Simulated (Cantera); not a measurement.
Charge: 1 mol Si, 2.7 mol F2, at 12.0 mbar.

These are equilibrium values from Cantera (NASA tables, ideal gas, pure condensed phases), not measurements of a reactor. Candidate condensed phases: Si; 9 gas species. Rates play no part.

Question: At 1275 K, list the 3 most abundant gas species with their mole fractions, and the condensed phases.

Answer: F 0.575, SiF4 0.419, F2 0.00564. Condensed: gas only.
